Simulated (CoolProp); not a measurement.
The numbers come from the reference Helmholtz-energy equation of state, Schroeder 2014 in CoolProp.

Problem. For ethanol, give the phase and the Joule-Thomson coefficient (K/MPa) at 551.7 K and 0.407 MPa; 551.7 K and 30.5 MPa.

Solution. 
- 551.7 K and 0.407 MPa: gas; Joule-Thomson coefficient 7.33
- 551.7 K and 30.5 MPa: supercritical; Joule-Thomson coefficient 0.293
